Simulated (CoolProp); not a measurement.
Vapour-liquid equilibrium of isohexane (1) + benzene (2) at 329 K; x and y are mole fractions of (1).

The numbers come from the multi-fluid Helmholtz-energy mixture model, Lemmon 2006 and Thol 2012; pair parameters Bell 2016 in CoolProp.

```csv
x,"bubble pressure, mixture model (MPa)","bubble pressure, Raoult's law (MPa)","y, mixture model","y, Raoult's law"
0.05,0.05066,0.04717,0.152,0.093
0.15,0.05916,0.05147,0.337,0.256
0.25,0.06525,0.05576,0.451,0.395
0.35,0.06992,0.06006,0.537,0.513
0.45,0.07375,0.06436,0.609,0.615
0.55,0.07703,0.06866,0.676,0.705
0.65,0.07993,0.07296,0.743,0.784
0.75,0.08254,0.07725,0.812,0.854
0.85,0.08489,0.08155,0.885,0.917
0.95,0.08701,0.08585,0.961,0.974
```

The largest gap from Raoult's law is +17.0 % in bubble pressure, at x = 0.25. No azeotrope shows between x = 0.05 and 0.95.

The pair parameters rest on a limited set of measurements; away from them the model extrapolates.
